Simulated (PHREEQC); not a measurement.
Dissolve 0.014 mol CdBr2 per kg of water at 25 °C. Closed to the air; pH follows from the charge balance.

All values are PHREEQC results (ion-association model, wateq4f.dat), not measurements.

Precipitation was switched off in this run.

Q: Order these Br species by the share of Br that they hold, largest first: CdBr2, CdBr+, Br-.

A: Br- (67 %), CdBr+ (29 %), CdBr2 (4.3 %)

Q: Order these Cd species by the share of Cd that they hold, largest first: CdBr+, CdBr2, Cd+2.

A: CdBr+ (58 %), Cd+2 (38 %), CdBr2 (4.3 %)

The pH is 6.28 and the ionic strength 0.0240 mol/kgw.
